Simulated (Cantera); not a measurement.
An isothermal, constant-pressure homogeneous reactor starts with NH₃ : H₂ = 1 : 0.2 (molar parts), at 2375 K and 760 Torr.

Computed with Cantera and the gas-phase N/H chemistry of the illustrative SiF4/NH3 mechanism in the Surface Chemkin manual (1991). Walls and surfaces, which speed up NH3 decomposition in real reactors, are not modelled.

One state of this run: x NH₃ = 0.125; x H₂ = 0.679; x NH₂ = 0.00136; x N₂H₂ = 2.75e-6; x N₂ = 0.192; x N₂H₄ = 6.80e-8; x N = 1.07e-5. x: mole fraction; the columns are a selection and need not sum to one.

### Question
Which value of t (s) does it belong to?
A. 9.11
B. 0.00217
C. 0.0235
D. 30.0

### Answer
B, 0.00217
